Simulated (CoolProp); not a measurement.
trans-2-butene along the isobar 4.83 MPa: fugacity coefficient from the reference equation and from simpler models built on Tc = 155.5 °C, pc = 4.019 MPa, ω = 0.210; each cubic takes its own stable root.

The numbers come from the reference Helmholtz-energy equation of state, Lemmon 2005 in CoolProp. It is a short technical equation, of lower accuracy than the large ones.

```json
[
 {"T (°C)": "103.35", "phase": "liquid", "reference": "0.2951", "van der Waals": "0.4270", "Redlich-Kwong": "0.3390", "Soave-Redlich-Kwong": "0.3081", "Peng-Robinson": "0.2959"},
 {"T (°C)": "115.65", "phase": "liquid", "reference": "0.3539", "van der Waals": "0.4711", "Redlich-Kwong": "0.3950", "Soave-Redlich-Kwong": "0.3692", "Peng-Robinson": "0.3545"},
 {"T (°C)": "128.05", "phase": "liquid", "reference": "0.4175", "van der Waals": "0.5157", "Redlich-Kwong": "0.4533", "Soave-Redlich-Kwong": "0.4343", "Peng-Robinson": "0.4171"},
 {"T (°C)": "140.45", "phase": "liquid", "reference": "0.4840", "van der Waals": "0.5599", "Redlich-Kwong": "0.5120", "Soave-Redlich-Kwong": "0.5013", "Peng-Robinson": "0.4816"},
 {"T (°C)": "152.85", "phase": "liquid", "reference": "0.5514", "van der Waals": "0.6029", "Redlich-Kwong": "0.5693", "Soave-Redlich-Kwong": "0.5675", "Peng-Robinson": "0.5455"},
 {"T (°C)": "165.25", "phase": "supercritical", "reference": "0.6151", "van der Waals": "0.6434", "Redlich-Kwong": "0.6218", "Soave-Redlich-Kwong": "0.6276", "Peng-Robinson": "0.6034"},
 {"T (°C)": "177.55", "phase": "supercritical", "reference": "0.6597", "van der Waals": "0.6780", "Redlich-Kwong": "0.6615", "Soave-Redlich-Kwong": "0.6705", "Peng-Robinson": "0.6450"},
 {"T (°C)": "189.95", "phase": "supercritical", "reference": "0.6930", "van der Waals": "0.7044", "Redlich-Kwong": "0.6915", "Soave-Redlich-Kwong": "0.7034", "Peng-Robinson": "0.6771"},
 {"T (°C)": "202.35", "phase": "supercritical", "reference": "0.7209", "van der Waals": "0.7261", "Redlich-Kwong": "0.7167", "Soave-Redlich-Kwong": "0.7313", "Peng-Robinson": "0.7047"},
 {"T (°C)": "214.75", "phase": "supercritical", "reference": "0.7452", "van der Waals": "0.7451", "Redlich-Kwong": "0.7389", "Soave-Redlich-Kwong": "0.7558", "Peng-Robinson": "0.7290"},
 {"T (°C)": "227.05", "phase": "supercritical", "reference": "0.7665", "van der Waals": "0.7619", "Redlich-Kwong": "0.7584", "Soave-Redlich-Kwong": "0.7775", "Peng-Robinson": "0.7506"},
 {"T (°C)": "239.45", "phase": "supercritical", "reference": "0.7858", "van der Waals": "0.7772", "Redlich-Kwong": "0.7762", "Soave-Redlich-Kwong": "0.7972", "Peng-Robinson": "0.7704"},
 {"T (°C)": "251.85", "phase": "supercritical", "reference": "0.8031", "van der Waals": "0.7911", "Redlich-Kwong": "0.7923", "Soave-Redlich-Kwong": "0.8150", "Peng-Robinson": "0.7883"}
]
```
